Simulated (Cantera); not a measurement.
Equilibrium for roasting and sulfation: MgCO3 + SO3 + O2

Charge: 1 mol MgCO3, 0.66 mol SO3, 3.2 mol O2, equilibrated at 1748.15 K and 38000 Pa.

Equilibrium computed with Cantera from the NASA thermochemical tables; the gas is ideal and each condensed phase is pure. Candidate condensed phases: C, Mg, MgCO3, MgO, MgS, MgSO4, S; 26 gas species. Kinetics and transport are ignored.

```json
{
  "x(O2)": "0.680",
  "x(CO2)": "0.193",
  "x(SO2)": "0.126",
  "x(SO3)": "0.000814",
  "x(O)": "9.82e-5",
  "x(CO)": "4.49e-5",
  "x(SO)": "2.71e-6",
  "n(MgO(s))": "1.00 mol",
  "gas_amount": "5.188 mol",
  "log10 activity of S(l) (absent)": "-9.15",
  "log10 activity of Mg(l) (absent)": "-11.86",
  "log10 activity of C(graphite) (absent)": "-12.39"
}
```
